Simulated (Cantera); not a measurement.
Feed: 1 mol TiO2, 0.82 mol CO, 5.4 mol H2, held at 1000 K and 0.133 bar.

Equilibrium computed with Cantera from the NASA thermochemical tables; the gas is ideal and each condensed phase is pure. Candidate condensed phases: C, C6H6, C7H8, C8H18, H2O, Ti, TiC, TiO, TiO2, Ti2O3, Ti3O5, Ti4O7; 113 gas species. Equilibrium is a limit: real reactors are often held back by kinetics, nucleation or transport.

Base state: H2 0.859, CO 0.125, CH4 0.00800, H2O 0.00663, CO2 0.00138 (mole fractions); condensed: TiO2(rutile).

Question: What changes in the equilibrium state with this change: temperature from 1000 K to 2373 K?

Answer: 
| species | before | after |
|---|---|---|
| H2 | 0.859 | 0.785 |
| CO | 0.125 | 0.128 |
| H2O | 0.00663 | 0.0508 |
| H | 5.76e-9 | 0.0339 |
| TiO2 | <1e-9 | 0.000120 |
| CH4 | 0.00800 | <1e-9 |
| OH | <1e-9 | 0.000390 |
| TiO | <1e-9 | 6.94e-5 |
| O | <1e-9 | 1.13e-5 |
| CO2 | 0.00138 | 0.00142 |
| TiO2(rutile), mol | 1.00 | 0 |
| Ti3O5(l), mol | 0 | 0.333 |

Question: What changes in the equilibrium state with this change: TiO2 replaced by Fe2O3?

Answer: 
```json
[
 {"species": "H2", "before": "0.859", "after": "0.734"},
 {"species": "H2O", "before": "0.00663", "after": "0.134"},
 {"species": "CO", "before": "0.125", "after": "0.104"},
 {"species": "CO2", "before": "0.00138", "after": "0.0273"},
 {"species": "CH4", "before": "0.00800", "after": "0.000207"},
 {"species": "TiO2(rutile), mol", "before": "1.00", "after": "0"},
 {"species": "FeO(s), mol", "before": "0", "after": "2.00"}
]
```
The tables' stoichiometric FeO is somewhat more stable than real wüstite, so its field is too wide. FeO: taken at fixed stoichiometry. Further candidate phases: Fe, Fe(CO)5, FeO, Fe(OH)2, Fe(OH)3, Fe2O3, Fe3O4.
